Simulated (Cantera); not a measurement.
A closed system holds: 1 mol SiF4, 0.1 mol O2, 46 mol H2, equilibrated at 675 K and 0.0220 bar.

These are equilibrium values from Cantera (NASA tables, ideal gas, pure condensed phases), not measurements of a reactor. Candidate condensed phases: H2O, Si, SiO2; 38 gas species. Rates play no part.

Base state: H2 0.973, SiF4 0.0199, HF 0.00553, H2O 0.00148 (mole fractions); condensed: SiO2(α-quartz).

**Question.** What changes in the equilibrium state with this change: pressure from 0.0220 bar to 0.100 bar?

**Answer.** 
```
species               before    after
-------------------  -------  -------
H2                     0.973    0.973
SiF4                  0.0199   0.0201
HF                   0.00553  0.00445
H2O                  0.00148  0.00203
SiO2(α-quartz), mol   0.0651   0.0523
```
